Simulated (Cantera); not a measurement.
Input (Python, Cantera) and output of one run.

```python
import numpy as np
import cantera as ct

gas_names = [...]  # 109 gases of nasa_gas.yaml made of C, Cl, H, Si
cond_names = """
    C(gr) C6H6(L) C7H8(L) C8H18(L),n-octa Si(cr) Si(L) SiC(b)
""".split()


# ... load() reads the species with a 1 bar reference pressure and builds the phases ...
atoms = {
    'SiCl4': {'Si': 1, 'CL': 4},
    'C3H8': {'C': 3, 'H': 8},
    'H2': {'H': 2},
}
top_T = {'C(gr)': 4500, 'SiC(b)': 3050}  # K; cautious upper limits of use, not melting points


# ... equilibrate(T, P, feed) seeds the gas with the atoms and calls Mixture.equilibrate('TP', solver="vcs", rtol=1e-11, max_steps=5000) ...
results = []
feed = {'SiCl4': 1, 'C3H8': 0.081, 'H2': 18}  # mol
P = 133.322  # Pa
for T in [1073, 1173, 1273, 1373, 1473, 1573, 1673, 1773, 1873, 1973, 2073, 2173, 2273]:
    mix = equilibrate(T, P, feed)
    results.append((T, P, feed, dict(zip(mix.species_names, mix.species_moles))))
    x = sorted(zip(gas.X, gas.species_names), reverse=True)
    print(f"T = {T:g} K  P = {P:g} Pa  gas = {mix.phase_moles(0):.4g} mol")
    print("   x: " + "  ".join(f"{s} {v:.3e}" for v, s in x if v > 1e-06))
    print("   condensed (mol): " + ("  ".join(f"{mix.phase(i).name} {mix.phase_moles(i):.4g}"
          for i in range(1, mix.n_phases) if mix.phase_moles(i) > 1e-12) or "none"))
```

Output:

```
T = 1073 K  P = 133.322 Pa  gas = 19.8 mol
   x: H2 8.856e-01  HCL 7.622e-02  SiCL4 2.130e-02  SiCL2 1.016e-02  SiCL3 3.678e-03  SiHCL3 3.032e-03  SiH2CL2 5.038e-05
   condensed (mol): SiC(b) 0.243
T = 1173 K  P = 133.322 Pa  gas = 20.13 mol
   x: H2 8.568e-01  HCL 1.056e-01  SiCL2 2.597e-02  SiCL4 6.327e-03  SiCL3 4.082e-03  SiHCL3 1.197e-03  SiH2CL2 2.898e-05  H 2.989e-06
   condensed (mol): SiC(b) 0.243
T = 1273 K  P = 133.322 Pa  gas = 20.28 mol
   x: H2 8.445e-01  HCL 1.181e-01  SiCL2 3.384e-02  SiCL3 2.239e-03  SiCL4 9.708e-04  SiHCL3 2.773e-04  H 1.795e-05  SiH2CL2 1.097e-05  CL 2.133e-06
   condensed (mol): SiC(b) 0.243
T = 1373 K  P = 133.322 Pa  gas = 20.31 mol
   x: H2 8.416e-01  HCL 1.210e-01  SiCL2 3.600e-02  SiCL3 1.058e-03  SiCL4 1.438e-04  H 8.367e-05  SiHCL3 6.327e-05  CL 9.965e-06  SiH2CL2 4.120e-06  SiCL 2.396e-06
   condensed (mol): SiC(b) 0.243
T = 1473 K  P = 133.322 Pa  gas = 20.32 mol
   x: H2 8.407e-01  HCL 1.217e-01  SiCL2 3.666e-02  SiCL3 5.284e-04  H 3.177e-04  CL 3.728e-05  SiCL4 2.605e-05  SiHCL3 1.690e-05  SiCL 1.215e-05  Si 2.717e-06  SiH2CL2 1.720e-06
   condensed (mol): SiC(b) 0.243
T = 1573 K  P = 133.322 Pa  gas = 20.33 mol
   x: H2 8.397e-01  HCL 1.219e-01  SiCL2 3.685e-02  H 1.020e-03  SiCL3 2.853e-04  CL 1.178e-04  SiCL 4.967e-05  Si 2.534e-05  SiCL4 5.807e-06  SiHCL3 5.300e-06  SiH 2.042e-06  SiH2 1.894e-06
   condensed (mol): SiC(b) 0.243
T = 1673 K  P = 133.322 Pa  gas = 20.36 mol
   x: H2 8.375e-01  HCL 1.222e-01  SiCL2 3.665e-02  H 2.854e-03  CL 3.252e-04  Si 1.788e-04  SiCL 1.696e-04  SiCL3 1.647e-04  SiH 1.010e-05  SiH2 5.264e-06  SiHCL3 1.900e-06  SiCL4 1.545e-06
   condensed (mol): SiC(b) 0.243
T = 1773 K  P = 133.322 Pa  gas = 20.43 mol
   x: H2 8.317e-01  HCL 1.233e-01  SiCL2 3.544e-02  H 7.105e-03  Si 9.636e-04  CL 8.098e-04  SiCL 4.846e-04  SiCL3 9.964e-05  SiH 3.961e-05  SiH2 1.238e-05  Si2C 8.846e-06  Si2 3.232e-06
   condensed (mol): SiC(b) 0.2428
T = 1873 K  P = 133.322 Pa  gas = 20.6 mol
   x: H2 8.176e-01  HCL 1.278e-01  SiCL2 3.162e-02  H 1.598e-02  Si 3.738e-03  CL 1.892e-03  SiCL 1.101e-03  SiH 1.150e-04  SiCL3 6.054e-05  Si2C 5.758e-05  SiH2 2.267e-05  Si2 1.577e-05  Si3 2.039e-06
   condensed (mol): SiC(b) 0.2418
T = 1973 K  P = 133.322 Pa  gas = 20.94 mol
   x: H2 7.900e-01  HCL 1.368e-01  H 3.284e-02  SiCL2 2.400e-02  Si 9.700e-03  CL 4.250e-03  SiCL 1.849e-03  Si2C 2.368e-04  SiH 2.277e-04  Si2 3.858e-05  SiCL3 3.413e-05  SiH2 2.942e-05  C2H2,acetylene 7.398e-06  SiC2 5.166e-06  Si3 3.436e-06
   condensed (mol): SiC(b) 0.2375
T = 2073 K  P = 133.322 Pa  gas = 21.51 mol
   x: H2 7.477e-01  HCL 1.455e-01  H 6.228e-02  Si 1.748e-02  SiCL2 1.459e-02  CL 8.947e-03  SiCL 2.273e-03  Si2C 6.445e-04  SiH 3.173e-04  SiC2 9.296e-05  C2H2,acetylene 8.484e-05  Si2 5.017e-05  SiH2 2.770e-05  SiCL3 1.608e-05  Si3 2.427e-06
   condensed (mol): SiC(b) 0.2215
T = 2173 K  P = 133.322 Pa  gas = 22.41 mol
   x: H2 6.891e-01  HCL 1.447e-01  H 1.097e-01  Si 2.580e-02  CL 1.681e-02  SiCL2 7.328e-03  SiCL 2.265e-03  SiC2 1.473e-03  Si2C 1.378e-03  C2H2,acetylene 1.002e-03  SiH 3.650e-04  Si2 4.763e-05  SiH2 2.198e-05  SiCL3 6.132e-06  C2H 5.121e-06  SiC 1.405e-06  C2HCL 1.309e-06  Si3 1.145e-06
   condensed (mol): SiC(b) 0.1007
T = 2273 K  P = 133.322 Pa  gas = 23.67 mol
   x: H2 6.154e-01  H 1.805e-01  HCL 1.329e-01  Si 3.216e-02  CL 2.814e-02  SiCL2 3.025e-03  SiC2 2.948e-03  SiCL 1.855e-03  C2H2,acetylene 1.693e-03  Si2C 9.036e-04  SiH 3.553e-04  Si2 3.466e-05  C2H 2.093e-05  SiH2 1.497e-05  C3 4.718e-06  SiC 3.523e-06  C 3.437e-06  C2HCL 2.795e-06  C4H2 1.904e-06  SiCL3 1.856e-06
   condensed (mol): none
```

These are equilibrium values from Cantera (NASA tables, ideal gas, pure condensed phases), not measurements of a reactor. The tables' values for SiCl3, SiCl are old estimates; treat these amounts as uncertain. Gases not in the tables: Si2H6 and higher silanes.
